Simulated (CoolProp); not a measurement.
Saturation properties of carbon monoxide (Tc = -140.3 °C, pc = 3498 kPa, ω = 0.050).

Values from CoolProp's reference Helmholtz-energy equation of state, Lemmon 2006. It is a short technical equation, of lower accuracy than the large ones.

| T (°C) | p (kPa) | vapour density (kg/m³) | liquid cp (kJ/(kg K)) |
|---|---|---|---|
| -174.25 | 501.4 | ? | 2.288 |
| -171.65 | 607.3 | ? | ? |
| -169.15 | 723.5 | ? | 2.384 |
| -166.55 | 860.5 | 33.43 | 2.449 |
| -164.05 | 1009 | 39.38 | 2.526 |
| -161.45 | 1182 | 46.55 | 2.626 |
| -158.95 | 1367 | ? | 2.747 |
| -156.45 | 1573 | 63.86 | 2.905 |
| -153.85 | 1809 | 75.32 | ? |
| -151.35 | 2059 | 88.54 | 3.435 |
| -148.75 | 2346 | ? | 3.938 |

**Question.** Fill in the missing entries.

**Answer.** 
- -174.25, vapour density (kg/m³): 19.57
- -171.65, vapour density (kg/m³): 23.60
- -171.65, liquid cp (kJ/(kg K)): 2.333
- -169.15, vapour density (kg/m³): 28.07
- -158.95, vapour density (kg/m³): 54.54
- -153.85, liquid cp (kJ/(kg K)): 3.128
- -148.75, vapour density (kg/m³): 105.5

It boils at -191.5 °C under 1 atm.
